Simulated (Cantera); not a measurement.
**Catalytic combustion on Pt**

An isothermal plug-flow reactor at 750 K and 1500 Torr (inlet), inlet velocity 0.067 m/s, active area per volume 7200 1/m; feed CH4 : O2 : N2 = 0.0066 : 0.11 : 0.79 (molar parts), equivalence ratio 0.12.

Model: Deutschmann's 1995 Pt surface mechanism with GRI-Mech 3.0 gas chemistry, integrated in Cantera. Catalytic surfaces can have several steady states; this one follows from the mechanism file's or the stated starting coverage. Mass transfer to the wall is taken as infinitely fast.

```
z (m)      x CH4   x O2     x H2O     x CO2     x CO  θ free Pt   θ O*     θ OH*
-------  -------  -----  --------  --------  -------  ---------  -----  --------
0.00093  0.00721  0.121  0.000142   7.03e-5  5.54e-7     0.0121  0.988  0.000262
0.0016   0.00716  0.121  0.000243  0.000121  5.55e-7     0.0121  0.988  0.000343
0.0026   0.00708  0.121  0.000393  0.000196  5.50e-7     0.0121  0.987  0.000435
0.0043   0.00696  0.121  0.000644  0.000321  5.40e-7     0.0121  0.987  0.000557
0.0072   0.00675  0.120   0.00106  0.000530  5.24e-7     0.0121  0.987  0.000715
0.012    0.00642  0.120   0.00173  0.000864  4.98e-7     0.0122  0.987  0.000913
0.02     0.00589  0.119   0.00277   0.00139  4.58e-7     0.0122  0.987   0.00116
0.033    0.00513  0.117   0.00430   0.00215  4.00e-7     0.0122  0.986   0.00144
0.056    0.00400  0.115   0.00656   0.00328  3.12e-7     0.0123  0.986   0.00179
0.093    0.00266  0.112   0.00923   0.00461  2.09e-7     0.0124  0.985   0.00213
```
x: gas mole fraction; θ: surface coverage.
